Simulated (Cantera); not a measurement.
An isothermal, constant-pressure homogeneous reactor starts with C3H8 : H2 = 1 : 1.7 (molar parts), at 1700 K and 0.0132 atm. Integrator tolerance rtol = 1e-08.

Cantera simulation using GRI-Mech 3.0 (53 species, 325 reactions); the numbers are that mechanism's predictions, not measurements. GRI-Mech 3.0 was tuned for natural gas; its chemistry of propane as a main component is partial and can be far from experiment. GRI-Mech 3.0 stops at C3 and has no aromatics, soot or wall deposition, so with more carbon than oxygen in the feed, carbon stays in small species such as C2H2 where larger ones or solid carbon would form. Radical loss at walls, strong at low pressure, is not modelled.

**Question.** What does this change do: C3H8 1 to 0.17 parts?

**Answer.** 
| quantity | before | after |
|---|---|---|
| x(C3H8) at 60.0 s | <1e-12 (gas-phase equilibrium <1e-12) | <1e-12 (gas-phase equilibrium <1e-12) |
| x(H2) at 60.0 s | 0.735 (gas-phase equilibrium 0.735) | 0.891 (gas-phase equilibrium 0.891) |
| x(C2H2) at 60.0 s | 0.263 (gas-phase equilibrium 0.263) | 0.107 (gas-phase equilibrium 0.107) |
| x(CH4) at 60.0 s | 0.000551 (gas-phase equilibrium 0.000547) | 0.000486 (gas-phase equilibrium 0.000465) |
| x(CH3) at 60.0 s | 1.67e-5 (gas-phase equilibrium 1.66e-5) | 1.34e-5 (gas-phase equilibrium 1.28e-5) |
